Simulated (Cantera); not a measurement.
Feed: 1 mol CS2, 0.36 mol SO2, 0.06 mol O2, at 1277 °C and 1 atm.

Cantera equilibrium calculation (NASA polynomials, part measured and part estimated; ideal gas, pure solids and liquids). Candidate condensed phases: C, S; 22 gas species. The numbers say what is thermodynamically allowed, not how fast it happens.

Base state: S2 0.497, CO 0.391, CS2 0.0824, COS 0.0267, CO2 0.00205, CS 6.28e-5, S 5.00e-5, S2O 2.00e-5 (mole fractions); condensed: gas only.

Question: What changes in the equilibrium state with this change: pressure from 1 atm to 1.33 mbar?

Answer: 
```csv
species,before,after
S2,0.497,0.504
CO,0.391,0.414
CS2,0.0824,0.0775
COS,0.0267,0.00103
S2O,2.00e-5,3.04e-8
CO2,0.00205,3.27e-6
S,5.00e-5,0.00139
CS,6.28e-5,0.00162
```
